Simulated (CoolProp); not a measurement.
Vapour-liquid equilibrium of n-hexane (1) + ethylbenzene (2) at 3.42 bar; x and y are mole fractions of (1).

Model: multi-fluid Helmholtz-energy mixture model, Thol 2019 and Zhou 2012; pair parameters Bell 2016, in CoolProp.

```
x     bubble temperature, mixture model (°C)  bubble temperature, Raoult's law (°C)  y, mixture model  y, Raoult's law
----  --------------------------------------  -------------------------------------  ----------------  ---------------
0.05                                   179.3                                  180.4             0.194            0.192
0.15                                   164.9                                  167.3             0.457            0.457
0.25                                   153.8                                  156.7             0.618            0.626
0.35                              (withheld)                                  147.9        (withheld)            0.739
0.45                              (withheld)                                  140.4             0.796            0.818
0.55                                   132.4                                  134.0             0.851            0.874
0.65                                   127.4                                  128.4             0.894            0.916
0.75                                   123.0                                  123.4             0.929            0.948
0.85                                   118.9                                  119.1             0.960            0.973
0.95                                   115.1                                  115.1             0.987            0.992
```

Q: What belongs in the gaps?

A: 
- 0.35, bubble temperature, mixture model (°C): 145.2
- 0.35, y, mixture model: 0.723
- 0.45, bubble temperature, mixture model (°C): 138.3

The largest gap from Raoult's law is -2.9 K in bubble temperature, at x = 0.25. No azeotrope shows between x = 0.05 and 0.95.

Pair parameters are fitted to limited data, so mixtures are less certain than the pure fluids.
